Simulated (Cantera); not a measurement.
An adiabatic, constant-pressure homogeneous reactor starts with 3.23 % CH4, 8.06 % O2, 88.7 % N2, at 1000 K and 10.0 bar.

Computed with Cantera and GRI-Mech 3.0 (53 species, 325 reactions).

Predict: time of steepest temperature rise; temperature at 6.00 s; equilibrium temperature; x(O2) at 6.00 s; x(HO2) at 6.00 s; x(H2) at 6.00 s; x(H2O) at 6.00 s.


| Item | Result |
|---|---|
| time of steepest temperature rise | 0.193 s |
| temperature at 6.00 s | 1722 K |
| equilibrium temperature | 1720 K |
| x(O2) at 6.00 s | 0.0161 (gas-phase equilibrium 0.0157) |
| x(HO2) at 6.00 s | 1.60e-7 (gas-phase equilibrium 1.55e-7) |
| x(H2) at 6.00 s | 4.08e-6 (gas-phase equilibrium 4.05e-6) |
| x(H2O) at 6.00 s | 0.0645 (gas-phase equilibrium 0.0645) |
